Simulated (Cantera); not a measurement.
A closed system holds: 1 mol Al(CH₃)₃, 18 mol O₂, 690 mol H₂, held at 1248.15 K and 8.10 mbar.

These are equilibrium values from Cantera (NASA tables, ideal gas, pure condensed phases), not measurements of a reactor. Candidate condensed phases: Al, Al₂O₃, C, C₆H₆, C₇H₈, C₈H₁₈, H₂O; 121 gas species. The feed counts by its element totals alone. The numbers say what is thermodynamically allowed, not how fast it happens.

Base state: H₂ 0.951, H₂O 0.0450, CO 0.00417, CO₂ 0.000127 (mole fractions); condensed: Al₂O₃(s).

Task: What changes in the equilibrium state with this change: temperature from 1248.15 K to 2073 K?

Result: 
```tsv
species	before	after
H₂	0.951	0.923
H₂O	0.0450	0.0443
H	5.07e-6	0.0281
OH	2.46e-9	0.000153
CO₂	0.000127	4.16e-5
CO	0.00417	0.00420
Al₂O₃(s), mol	0.500	0.495
```

Task: What changes in the equilibrium state with this change: O₂ from 18 to 29 mol?

Result: 
| species | before | after |
|---|---|---|
| H₂ | 0.951 | 0.919 |
| H₂O | 0.0450 | 0.0765 |
| CO | 0.00417 | 0.00408 |
| CO₂ | 0.000127 | 0.000218 |
| Al₂O₃(s), mol | 0.500 | 0.500 |
